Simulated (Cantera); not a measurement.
An adiabatic, constant-pressure homogeneous reactor starts with CO : H2 : O2 : N2 = 1 : 0.55 : 1.02 : 12.2 (molar parts), equivalence ratio 0.76, at 1650 K and 10.0 bar. Integrator tolerance rtol = 1e-08.

Detailed kinetics in Cantera: GRI-Mech 3.0 (53 species, 325 reactions). The hydrogen kinetics of GRI-Mech 3.0 are dated; newer H2 mechanisms differ, most at raised pressure.

| quantity | before | after |
|---|---|---|
| time of steepest temperature rise | 3.10 µs | 4.07 µs |
| temperature at 8.00 s | 2379 K | 2287 K |
| equilibrium temperature | 2379 K | 2287 K |
| x(CO) at 8.00 s | 0.00322 (gas-phase equilibrium 0.00322) | 0.00153 (gas-phase equilibrium 0.00153) |
| x(H2) at 8.00 s | 0.000308 (gas-phase equilibrium 0.000308) | 7.92e-5 (gas-phase equilibrium 7.92e-5) |
| x(O2) at 8.00 s | 0.0160 (gas-phase equilibrium 0.0160) | 0.0247 (gas-phase equilibrium 0.0247) |
| x(O) at 8.00 s | 0.000312 (gas-phase equilibrium 0.000312) | 0.000230 (gas-phase equilibrium 0.000230) |
| x(CO2) at 8.00 s | 0.0681 (gas-phase equilibrium 0.0681) | 0.0705 (gas-phase equilibrium 0.0705) |
| x(N2O) at 8.00 s | 9.83e-7 (gas-phase equilibrium 9.83e-7) | 1.03e-6 (gas-phase equilibrium 1.03e-6) |
| x(NO) at 8.00 s | 0.00534 (gas-phase equilibrium 0.00534) | 0.00554 (gas-phase equilibrium 0.00554) |

Task: Name the change that produced these shifts.
(A) pressure from 10.0 bar to 1.50 bar
(B) constant volume in place of constant pressure
(C) pressure from 10.0 bar to 2.70 bar
(D) H2 0.55 to 0.29 parts

Result: D, H2 0.55 to 0.29 parts
